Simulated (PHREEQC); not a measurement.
A solution holds 0.0055 mol/kgw H2SO4, 0.012 mol/kgw ZnSO4 and 0.0049 mol/kgw KCl, at 22 °C. It is in equilibrium with CO2 at log p = 0 (atm). Otherwise closed; pH follows from the charge balance.

Equilibrium calculation in PHREEQC: ion-association model, wateq4f.dat.

No solid was allowed to form.

Question: Order these Zn species by the share of Zn that they hold, largest first: ZnSO4, Zn(SO4)2-2, Zn+2, ZnCl+.

Answer: Zn+2 (64 %), ZnSO4 (33 %), Zn(SO4)2-2 (2.7 %), ZnCl+ (0.36 %)

The pH is 2.18 and the ionic strength 0.0455 mol/kgw.
